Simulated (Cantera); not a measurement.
What does this Cantera script print?

```python
import numpy as np
import cantera as ct

gas_names = """
    H HO2 H2 H2O H2O2 O OH O2 O3 Si SiH SiH2 SiH3 SiH4 SiO SiO2 Si2 Si3
""".split()
cond_names = """
    H2O(s) H2O(L) Si(cr) Si(L) SiO2(Lqz) SiO2(hqz) SiO2(L)
""".split()


def load(file, names, dense=False):
    # The tables refer to 1 bar. Condensed volumes are neglected.
    table = {s.name: s for s in ct.Species.list_from_file(file)}
    out = []
    for n in names:
        d = dict(table[n].input_data)
        d["thermo"] = dict(d["thermo"], **{"reference-pressure": 1e5})
        if dense:
            d["equation-of-state"] = {"model": "constant-volume", "density": "1e6 g/cm^3"}
        out.append(ct.Species.from_dict(d))
    return out


gas = ct.Solution(thermo="ideal-gas", species=load("nasa_gas.yaml", gas_names))
cond = {s.name: ct.Solution(thermo="fixed-stoichiometry", species=[s], name=s.name)
        for s in load("nasa_condensed.yaml", cond_names, dense=True)}
atoms = {
    'SiO2': {'Si': 1, 'O': 2},
    'H2': {'H': 2},
    'Si': {'Si': 1},
}
top_T = {}  # K; cautious upper limits of use, not melting points


def equilibrate(T, P, feed):
    n = {}
    for name, mol in feed.items():
        for a, k in atoms[name].items():
            n[a] = n.get(a, 0.0) + k * mol
    gas.TPX = T, P, n
    mass = sum(n.values()) * gas.mean_molecular_weight
    gas.equilibrate("TP")
    valid = [c for c in cond.values() if c.min_temp <= T <= top_T.get(c.name, c.max_temp)]
    mix = ct.Mixture([(gas, mass / gas.mean_molecular_weight)] + [(c, 0.0) for c in valid])
    mix.T, mix.P = T, P
    mix.equilibrate("TP", solver="vcs", rtol=1e-11, max_steps=5000)
    return mix


results = []
feed = {'SiO2': 1, 'H2': 0.098, 'Si': 0.0045}  # mol
P = 10000  # Pa
for T in [1625, 1650, 1675, 1700, 1725, 1750, 1775, 1800, 1825, 1850, 1875, 1900]:
    mix = equilibrate(T, P, feed)
    results.append((T, P, feed, dict(zip(mix.species_names, mix.species_moles))))

top = {s: max(r[3][s] / sum(r[3][g] for g in gas_names) for r in results) for s in gas_names}
cols = sorted((s for s in top if top[s] > 0.001), key=lambda s: -top[s])[:8]
seen = [c for c in cond_names if any(r[3].get(c, 0) > 1e-12 for r in results)]
print("log10 of partial pressures in bar; condensed amounts in mol")
print(f"{'T/K':>10s}" + "".join(f"{s[:9]:>10s}" for s in cols + seen))
for T, P, feed, n in results:
    ng = sum(n[g] for g in gas_names)
    print(f"{T:10.4g}" + "".join(f"{np.log10(max(n[s] / ng * P / 1e5, 1e-99)):10.3f}" for s in cols)
          + "".join(f"{n.get(c, 0):10.4g}" for c in seen))
```

Result:

```
log10 of partial pressures in bar; condensed amounts in mol
       T/K        H2       SiO         H       H2O    Si(cr) SiO2(hqz)   SiO2(L)
      1625    -1.019    -2.376    -4.661    -5.964  0.002345    0.9978         0
      1650    -1.028    -2.211    -4.556    -5.875  0.001284    0.9968         0
      1675    -1.038    -2.075    -4.454    -5.767         0    0.9955         0
      1700    -1.038    -2.075    -4.351    -5.522         0         0    0.9955
      1725    -1.038    -2.075    -4.250    -5.287         0         0    0.9955
      1750    -1.039    -2.075    -4.153    -5.059         0         0    0.9955
      1775    -1.039    -2.075    -4.058    -4.838         0         0    0.9955
      1800    -1.039    -2.074    -3.965    -4.623         0         0    0.9955
      1825    -1.039    -2.074    -3.876    -4.416         0         0    0.9955
      1850    -1.039    -2.073    -3.788    -4.214         0         0    0.9954
      1875    -1.040    -2.071    -3.703    -4.019         0         0    0.9954
      1900    -1.041    -2.069    -3.621    -3.830         0         0    0.9953
```

Equilibrium computed with Cantera from the NASA thermochemical tables; the gas is ideal and each condensed phase is pure. Mutual solubility and eutectic melting of coexisting phases are not modelled. The tables hold silica as quartz up to 1696 K and as liquid above; real silica turns to tridymite and cristobalite and melts near 1996 K.
